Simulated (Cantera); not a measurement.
A closed system holds: 1 mol BF3, 0.25 mol O2, 1.1 mol H2, held at 1798 K and 4100 Pa.

Equilibrium computed with Cantera from the NASA thermochemical tables; the gas is ideal and each condensed phase is pure. Candidate condensed phases: B, B2O3, B3O3H3, H2O; 43 gas species. The tables' values for BF2 are old estimates; treat these amounts as uncertain. Equilibrium is a limit: real reactors are often held back by kinetics, nucleation or transport.

Base state: HF 0.383, H2 0.229, BF3 0.193, BOF 0.189, H2O 0.00241, BF2 0.00219, H 0.000832, HBO2 0.000456 (mole fractions); condensed: gas only.

**Question.** What changes in the equilibrium state with this change: temperature from 1798 K to 1673.15 K?

**Answer.** 
```tsv
species	before	after
HF	0.383	0.374
H2	0.229	0.232
BF3	0.193	0.201
BOF	0.189	0.184
B3O3F3	2.36e-6	3.20e-5
BF	2.71e-5	2.97e-6
BF2	0.00219	0.000622
H	0.000832	0.000271
H2O	0.00241	0.00686
```
Gases not in the tables: H3BO3.

**Question.** What changes in the equilibrium state with this change: temperature from 1798 K to 1648.15 K?

**Answer.** 
```csv
species,before,after
HF,0.383,0.371
H2,0.229,0.232
BF3,0.193,0.204
BOF,0.189,0.182
B3O3F3,2.36e-6,5.58e-5
BF,2.71e-5,1.85e-6
BF2,0.00219,0.000475
H,0.000832,0.000212
```
Gases not in the tables: H3BO3.
